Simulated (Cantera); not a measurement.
## Ti(OiPr)₄ + C₃H₈ + H₂ (titanium nitride, carbide and oxide coatings)

Feed: 1 mol Ti(OiPr)₄, 0.11 mol C₃H₈, 1.3 mol H₂, at 100 Torr.

Method: chemical equilibrium by Gibbs-energy minimisation in Cantera with the NASA 1993 tables (ideal gas, pure condensed phases). Candidate condensed phases: C, C₆H₆, C₇H₈, C₈H₁₈, H₂O, Ti, TiC, TiO, TiO₂, Ti₂O₃, Ti₃O₅, Ti₄O₇; 113 gas species. The feed counts by its element totals alone. TiC: taken at fixed stoichiometry. Condensed phases not in the tables: Magnéli phases beyond Ti₄O₇. The numbers say what is thermodynamically allowed, not how fast it happens.

At 1200 K the condensed part is C(graphite) + Ti₄O₇(s). At 1300 K the condensed part is C(graphite) + Ti₃O₅(s). From 1400 K to 2000 K the condensed part is C(graphite) + TiC(s).

```csv
T (K),x H₂,x CO,x H,x CH₄,x C₂H₂ (acetylene),n C(graphite),n Ti₄O₇(s),n Ti₃O₅(s),n TiC(s)
1200,0.873,0.125,5.05e-7,0.00161,8.97e-8,10.1,0.250,0,0
1300,0.870,0.129,2.83e-6,0.000794,5.01e-7,9.98,0,0.333,0
1400,0.797,0.203,1.19e-5,0.000366,2.01e-6,7.32,0,0,1.00
1500,0.797,0.203,4.30e-5,0.000218,7.19e-6,7.33,0,0,1.00
1600,0.797,0.203,0.000133,0.000138,2.19e-5,7.33,0,0,1.00
1700,0.797,0.203,0.000360,9.27e-5,5.85e-5,7.33,0,0,1.00
1800,0.796,0.203,0.000875,6.51e-5,0.000140,7.32,0,0,1.00
1900,0.795,0.202,0.00194,4.74e-5,0.000304,7.32,0,0,1.00
2000,0.793,0.202,0.00397,3.56e-5,0.000609,7.31,0,0,1.00
```
x: gas mole fraction; n: condensed amount in mol.
